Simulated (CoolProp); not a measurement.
A closed Brayton cycle with carbon dioxide: compressor inlet 317.15 K and 8.8 MPa, high pressure 16.1 MPa, turbine inlet 930 K, compressor efficiency 0.85, turbine efficiency 0.9, recuperator effectiveness 0.95 (on enthalpy, no pinch check). Each further row changes one setting.

Computed with CoolProp (reference Helmholtz-energy equation of state, Span 1996).

```tsv
case	thermal efficiency (%)	net work (kJ/kg)	compressor to turbine work	compressor exit (K)	turbine exit (K)
as stated	35.8	71.0	0.24	357.6	850.9
turbine inlet 880 K	34.5	65.7	0.25	357.6	803.7
compressor inlet 327.15 K	36.2	65.0	0.30	376.0	850.9
high pressure 13.7 MPa	32.4	53.5	0.22	346.7	871.7
recuperator effectiveness 0.5	15.4	71.0	0.24	357.6	850.9
```
